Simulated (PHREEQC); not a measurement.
Consider water at 50 °C with 0.16 mol/kgw CuCl2, 0.25 mol/kgw H2SO4 and 0.0069 mol/kgw H3BO3. Closed to the air; pH follows from the charge balance.

Computed with PHREEQC (ion-association model, phreeqc.dat).

This is a speciation only: nothing precipitates in the calculation.

Problem. Predict the pH, density, ionic strength.

Solution. pH 0.66; density 1.021 g/cm³; ionic strength 0.641 mol/kgw.

Problem. In which forms is Cu present?

Solution. Cu+2 59 %, CuCl+ 29 %, CuSO4 11 %, CuCl2 1.8 % of the Cu.

Away from 25 °C the constants follow the database's enthalpies or fits; those with neither stay at their 25 °C values.
